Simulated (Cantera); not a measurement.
# Premixed flame

A freely propagating, adiabatic, planar premixed flame of 6.92 % CO, 1.80 % H2, 6.71 % CH4, 17.8 % O2, 66.8 % N2, equivalence ratio 1.0, unburnt at 325 K and 188 Torr; mixture-averaged transport, grid criteria slope 0.08 and curve 0.16, no radiation.

Cantera simulation using GRI-Mech 3.0 (53 species, 325 reactions); the numbers are that mechanism's predictions, not measurements. Burning velocities carry a grid error of a few per cent, more on coarse grids.

```
z (mm)  T (K)  u (m/s)    x CO    x H2     x CH4    x CH2    x HCO    x CO2
------  -----  -------  ------  ------  --------  -------  -------  -------
-3.73     325    0.825  0.0692  0.0180    0.0671    <1e-8    <1e-8    <1e-8
-2.49     325    0.826  0.0691  0.0182    0.0671    <1e-8    <1e-8  4.36e-8
-1.86     326    0.827  0.0691  0.0186    0.0670    <1e-8    <1e-8  7.37e-7
-1.24     336    0.856  0.0690  0.0198    0.0666    <1e-8    <1e-8  4.04e-5
-0.621    622     1.60  0.0709  0.0233    0.0564  2.08e-7  1.51e-7  0.00325
-0.311   1041     2.69  0.0791  0.0253    0.0356  3.78e-6  7.46e-6   0.0114
0        1470     3.82  0.0888  0.0241   0.00958  2.33e-5  6.13e-5   0.0279
0.311    1646     4.28  0.0817  0.0179  0.000824  5.40e-6  2.01e-5   0.0475
0.621    1693     4.38  0.0684  0.0146   3.56e-5  2.81e-7  1.28e-6   0.0635
1.24     1742     4.47  0.0527  0.0143   7.30e-8    <1e-8  6.31e-8   0.0813
2.49     1800     4.59  0.0442  0.0145     <1e-8    <1e-8  4.42e-8   0.0911
4.97     1872     4.75  0.0415  0.0135     <1e-8    <1e-8  3.14e-8   0.0946
9.94     1959     4.94  0.0387  0.0118     <1e-8    <1e-8  1.95e-8   0.0982
```
x: mole fraction of selected species; z is measured from the peak of heat release.

```yaml
laminar_burning_velocity: 82.5 cm/s
thermal_thickness: 1.24 mm
peak x(CH2): 2.33e-5
peak x(HCO): 6.24e-5
grid_points: 172
```
